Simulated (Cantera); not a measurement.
## Carbothermic reduction: Cu2O + C + H2

Input: 1 mol Cu2O, 1.8 mol C, 0.19 mol H2, equilibrated at 1225 K and 0.00133 bar.

Cantera equilibrium calculation (NASA polynomials, part measured and part estimated; ideal gas, pure solids and liquids). Candidate condensed phases: C, C6H6, C7H8, C8H18, Cu, CuO, Cu(OH)2, Cu2O, H2O; 113 gas species. Rates play no part.

The x(CO) comes out as 0.840, the x(H2) is 0.160 and the x(Cu) is 1.81e-5. The x(CO2) is 1.26e-5. The x(H2O) is 3.52e-6 and the x(H) comes out as 3.41e-6. The n(C(graphite)) is 0.800 mol and the n(Cu(s)) is 2.00 mol. The gas amount is 1.190 mol and the log10 activity of Cu(OH)2(s) (absent) comes out as -22.13.
